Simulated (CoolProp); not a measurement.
trans-2-butene along the isobar 5.27 MPa: Z from the reference equation and from simpler models built on Tc = 428.6 K, pc = 4.019 MPa, ω = 0.210; each cubic takes its own stable root.

Model: reference Helmholtz-energy equation of state, Lemmon 2005, in CoolProp. It is a short technical equation, of lower accuracy than the large ones.

```json
[
 {"T (K)": "408.9", "phase": "liquid", "reference": "0.1974", "van der Waals": "0.3031", "Soave-Redlich-Kwong": "0.2324", "Peng-Robinson": "0.2074"},
 {"T (K)": "417.8", "phase": "liquid", "reference": "[?]", "van der Waals": "0.3092", "Soave-Redlich-Kwong": "0.2442", "Peng-Robinson": "0.2187"},
 {"T (K)": "426.7", "phase": "liquid", "reference": "0.2148", "van der Waals": "0.3181", "Soave-Redlich-Kwong": "0.2623", "Peng-Robinson": "0.2364"},
 {"T (K)": "435.7", "phase": "supercritical", "reference": "0.2365", "van der Waals": "0.3319", "Soave-Redlich-Kwong": "0.2940", "Peng-Robinson": "0.2680"},
 {"T (K)": "444.6", "phase": "supercritical", "reference": "0.3029", "van der Waals": "0.3539", "Soave-Redlich-Kwong": "0.3609", "Peng-Robinson": "0.3359"},
 {"T (K)": "453.5", "phase": "supercritical", "reference": "0.4276", "van der Waals": "0.3936", "Soave-Redlich-Kwong": "0.4656", "Peng-Robinson": "0.4379"},
 {"T (K)": "462.5", "phase": "supercritical", "reference": "0.5129", "van der Waals": "0.4606", "Soave-Redlich-Kwong": "0.5440", "Peng-Robinson": "0.5138"},
 {"T (K)": "471.4", "phase": "supercritical", "reference": "0.5710", "van der Waals": "0.5258", "Soave-Redlich-Kwong": "0.5993", "Peng-Robinson": "[?]"},
 {"T (K)": "480.3", "phase": "supercritical", "reference": "0.6158", "van der Waals": "0.5751", "Soave-Redlich-Kwong": "0.6424", "Peng-Robinson": "0.6108"},
 {"T (K)": "489.3", "phase": "supercritical", "reference": "[?]", "van der Waals": "0.6138", "Soave-Redlich-Kwong": "0.6780", "Peng-Robinson": "0.6463"},
 {"T (K)": "498.2", "phase": "supercritical", "reference": "0.6832", "van der Waals": "0.6450", "Soave-Redlich-Kwong": "0.7078", "Peng-Robinson": "0.6762"},
 {"T (K)": "507.1", "phase": "supercritical", "reference": "0.7096", "van der Waals": "0.6714", "Soave-Redlich-Kwong": "0.7335", "Peng-Robinson": "0.7022"},
 {"T (K)": "516.1", "phase": "supercritical", "reference": "0.7329", "van der Waals": "0.6944", "Soave-Redlich-Kwong": "0.7563", "Peng-Robinson": "0.7253"},
 {"T (K)": "525", "phase": "supercritical", "reference": "0.7533", "van der Waals": "0.7144", "Soave-Redlich-Kwong": "0.7763", "Peng-Robinson": "0.7457"}
]
```

Q: Fill in the missing entries.

A: 
- 417.8, reference: 0.2040
- 471.4, Peng-Robinson: 0.5681
- 489.3, reference: 0.6526
